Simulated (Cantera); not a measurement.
Charge: 1 mol borazine, 2.5 mol O2, held at 2173.15 K and 1.33 mbar.

Cantera equilibrium calculation (NASA polynomials, part measured and part estimated; ideal gas, pure solids and liquids). Candidate condensed phases: B, BN, B2O3, B3O3H3, H2O; 39 gas species. The feed counts by its element totals alone. Kinetics and transport are ignored.

Base state: H2 0.313, N2 0.234, HBO2 0.159, B2O3 0.117, H 0.0741, BO 0.0487, H2O 0.0290, HBO 0.0166 (mole fractions); condensed: gas only.

**Question.** What changes in the equilibrium state with this change: temperature from 2173.15 K to 1273 K?

**Answer.** 
```json
[
 {"species": "H2", "before": "0.313", "after": "0.550"},
 {"species": "N2", "before": "0.234", "after": "0.330"},
 {"species": "H2O", "before": "0.0290", "after": "0.100"},
 {"species": "HBO2", "before": "0.159", "after": "0.0192"},
 {"species": "B2O3", "before": "0.117", "after": "6.51e-5"},
 {"species": "BO", "before": "0.0487", "after": "1.08e-8"},
 {"species": "H", "before": "0.0741", "after": "1.45e-5"},
 {"species": "HBO", "before": "0.0166", "after": "1.09e-5"},
 {"species": "BO2", "before": "0.00605", "after": "7.35e-9"},
 {"species": "B2O2", "before": "0.00188", "after": "3.31e-9"},
 {"species": "O", "before": "0.000152", "after": "<1e-9"},
 {"species": "B2O3(l), mol", "before": "0", "after": "1.46"}
]
```
Gases not in the tables: H3BO3.

**Question.** What changes in the equilibrium state with this change: O2 from 2.5 to 0.078 mol?

**Answer.** 
```csv
species,before,after
H2,0.313,0.560
N2,0.234,0.307
H,0.0741,0.0990
HBO2,0.159,6.14e-7
B2O3,0.117,1.47e-7
H2O,0.0290,3.45e-7
BO,0.0487,0.0212
HBO,0.0166,0.00963
BO2,0.00605,1.75e-8
O,0.000152,1.01e-9
BH2,5.60e-9,0.000653
"B(s), mol",0,2.83
```
The tables' values for BH2 are old estimates; treat these amounts as uncertain.

**Question.** What changes in the equilibrium state with this change: O2 from 2.5 to 0.15 mol?

**Answer.** 
| species | before | after |
|---|---|---|
| H2 | 0.313 | 0.542 |
| N2 | 0.234 | 0.300 |
| H | 0.0741 | 0.0974 |
| HBO2 | 0.159 | 2.07e-6 |
| B2O3 | 0.117 | 9.32e-7 |
| H2O | 0.0290 | 6.17e-7 |
| BO | 0.0487 | 0.0392 |
| HBO | 0.0166 | 0.0175 |
| BH2 | 5.60e-9 | 0.000632 |
| BO2 | 0.00605 | 5.99e-8 |
| B(s), mol | 0 | 2.69 |
The tables' values for BH2 are old estimates; treat these amounts as uncertain.
